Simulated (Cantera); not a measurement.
A closed system holds: 1 mol CH3Cl, 0.13 mol CH4, held at 1002 °C and 75.0 Torr.

Equilibrium computed with Cantera from the NASA thermochemical tables; the gas is ideal and each condensed phase is pure. Candidate condensed phases: C, C6H6, C7H8, C8H18; 91 gas species. Equilibrium is a limit: real reactors are often held back by kinetics, nucleation or transport.

Base state: H2 0.557, HCl 0.443, CH4 0.000288 (mole fractions); condensed: C(graphite).

Problem. What changes in the equilibrium state with this change: temperature from 1002 °C to 2775 °C?

Solution. 
```json
[
 {"species": "H", "before": "1.74e-6", "after": "0.321"},
 {"species": "H2", "before": "0.557", "after": "0.309"},
 {"species": "HCl", "before": "0.443", "after": "0.197"},
 {"species": "Cl", "before": "1.17e-6", "after": "0.139"},
 {"species": "C2H2 (acetylene)", "before": "2.14e-7", "after": "0.0220"},
 {"species": "C3", "before": "<1e-9", "after": "0.00517"},
 {"species": "C2H", "before": "<1e-9", "after": "0.00421"},
 {"species": "C", "before": "<1e-9", "after": "0.000796"},
 {"species": "C4H2", "before": "<1e-9", "after": "0.000656"},
 {"species": "C(graphite), mol", "before": "1.13", "after": "0.910"}
]
```
The tables' values for CCl are old estimates; treat these amounts as uncertain.

Problem. What changes in the equilibrium state with this change: CH3Cl replaced by CCl4?

Solution. 
```
species             before    after
----------------  --------  -------
Cl2                1.41e-9    0.746
HCl                  0.443    0.227
Cl                 1.17e-6   0.0270
H2                   0.557    <1e-9
CH4               0.000288    <1e-9
CCl4                 <1e-9  3.85e-5
C(graphite), mol      1.13     1.13
```
